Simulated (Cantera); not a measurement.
A closed system holds: 1 mol SiH₂Cl₂, 20 mol N₂, held at 825 K and 1800 Pa.

Cantera equilibrium calculation (NASA polynomials, part measured and part estimated; ideal gas, pure solids and liquids). Candidate condensed phases: NH₄Cl, Si, Si₃N₄; 28 gas species. N₂ is the only nitrogen source here; it is nearly inert below about 1500 K, so the nitride shown seldom forms there in practice. Equilibrium is a limit: real reactors are often held back by kinetics, nucleation or transport.

Base state: N₂ 0.915, HCl 0.0596, H₂ 0.0172, SiCl₄ 0.00859 (mole fractions); condensed: Si₃N₄(s).

**Question.** What changes in the equilibrium state with this change: temperature from 825 K to 1525 K?

**Answer.** 
| species | before | after |
|---|---|---|
| N₂ | 0.915 | 0.909 |
| HCl | 0.0596 | 0.0553 |
| H₂ | 0.0172 | 0.0188 |
| SiCl₂ | <1e-9 | 0.0150 |
| SiCl₄ | 0.00859 | 0.000589 |
| Cl | <1e-9 | 5.71e-5 |
| H | <1e-9 | 2.41e-5 |
| Si₃N₄(s), mol | 0.272 | 0.209 |
The tables' values for SiCl₃ are old estimates; treat these amounts as uncertain.

**Question.** What changes in the equilibrium state with this change: N₂ from 20 to 3.9 mol?

**Answer.** 
```tsv
species	before	after
N₂	0.915	0.659
HCl	0.0596	0.201
H₂	0.0172	0.0935
SiCl₄	0.00859	0.0467
SiHCl₃	3.06e-6	2.69e-5
Si₃N₄(s), mol	0.272	0.253
```
